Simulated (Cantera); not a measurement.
Gas-phase reforming

An isothermal, constant-pressure homogeneous reactor starts with 53.5 % CH₄, 37.4 % H₂O, 9.09 % H₂, at 2150 K and 17.0 bar.

Model: GRI-Mech 3.0 (53 species, 325 reactions), integrated in Cantera. GRI-Mech 3.0 stops at C3 and has no aromatics, soot or wall deposition, so with more carbon than oxygen in the feed, carbon stays in small species such as C2H2 where larger ones or solid carbon would form. The pressure lies above the range GRI-Mech 3.0 was tuned for (to about 10 atm).

```json
[
 {"t (s)": "5.00e-5", "x CH₄": "0.0694", "x H₂O": "0.240", "x H₂": "0.531", "x O": "1.74e-8", "x CH₂CO": "0.000126"},
 {"t (s)": "0.000150", "x CH₄": "0.0371", "x H₂O": "0.202", "x H₂": "0.584", "x O": "1.45e-8", "x CH₂CO": "0.000103"},
 {"t (s)": "0.000451", "x CH₄": "0.0281", "x H₂O": "0.145", "x H₂": "0.633", "x O": "1.10e-8", "x CH₂CO": "6.20e-5"},
 {"t (s)": "0.00136", "x CH₄": "0.0220", "x H₂O": "0.0770", "x H₂": "0.688", "x O": "6.46e-9", "x CH₂CO": "2.52e-5"},
 {"t (s)": "0.00408", "x CH₄": "0.0166", "x H₂O": "0.0253", "x H₂": "0.730", "x O": "2.34e-9", "x CH₂CO": "7.69e-6"},
 {"t (s)": "0.0122", "x CH₄": "0.0139", "x H₂O": "0.00281", "x H₂": "0.748", "x O": "2.74e-10", "x CH₂CO": "3.00e-6"},
 {"t (s)": "0.0368", "x CH₄": "0.0136", "x H₂O": "4.26e-5", "x H₂": "0.751", "x O": "5.23e-12", "x CH₂CO": "2.55e-6"},
 {"t (s)": "0.111", "x CH₄": "0.0136", "x H₂O": "3.42e-5", "x H₂": "0.751", "x O": "4.40e-12", "x CH₂CO": "2.55e-6"},
 {"t (s)": "0.332", "x CH₄": "0.0136", "x H₂O": "3.42e-5", "x H₂": "0.751", "x O": "4.40e-12", "x CH₂CO": "2.55e-6"},
 {"t (s)": "0.998", "x CH₄": "0.0136", "x H₂O": "3.42e-5", "x H₂": "0.751", "x O": "4.40e-12", "x CH₂CO": "2.55e-6"},
 {"t (s)": "3.00", "x CH₄": "0.0136", "x H₂O": "3.42e-5", "x H₂": "0.751", "x O": "4.40e-12", "x CH₂CO": "2.55e-6"}
]
```
x: mole fraction; the columns are a selection and need not sum to one.

Equilibrium at this temperature and pressure: CH₄ 0.0136, H₂O 3.48e-5, H₂ 0.751, O 4.47e-12, CH₂CO 2.56e-6 (gas phase only).
